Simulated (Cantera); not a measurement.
Standard-state values (1 bar) from the NASA 1993 polynomials, evaluated with Cantera. Values are per mole of reaction as written; species without (g) are pure solids or liquids, kept so even where they would boil at 1 bar.

Between 2725 and 2925 K, where is each reaction favourable under standard conditions?
- F2(g) + Ca(g) = CaF2


- F2(g) + Ca(g) = CaF2: ΔG° is -741 kJ at 2725 K and -702 kJ at 2925 K; it stays negative (K > 1). ΔH° is -1270 kJ and ΔS° -194 J/K at 2925 K.
